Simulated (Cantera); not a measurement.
A perfectly stirred reactor is fed with H2 : O2 : N2 = 1.1 : 1 : 6 (molar parts), equivalence ratio 0.55, at 0.340 bar; it is held at 1175 K, and followed from long to short residence time.

Cantera simulation using the H2/O2 subset of GRI-Mech 3.0, which has no nitrogen chemistry; the numbers are that mechanism's predictions, not measurements. The temperature is held fixed by assumption; the heat of reaction is taken as removed at once.

### Question
What does this change do: pressure from 0.340 bar to 0.690 bar?

### Answer
```
quantity                  before     after
----------------------  --------  --------
x(H2) at τ = 1.20 s     0.000152  0.000124
x(O2) at τ = 1.20 s       0.0596    0.0596
x(H) at τ = 1.20 s       7.35e-6   1.81e-6
x(H2O) at τ = 1.20 s       0.145     0.146
x(H2O2) at τ = 1.20 s    4.92e-7   4.19e-7
x(H2) at τ = 18.0 ms     0.00220   0.00179
x(O2) at τ = 18.0 ms      0.0603    0.0603
x(H) at τ = 18.0 ms     0.000477  0.000118
x(H2O) at τ = 18.0 ms      0.143     0.143
x(H2O2) at τ = 18.0 ms   1.88e-6   2.41e-6
```
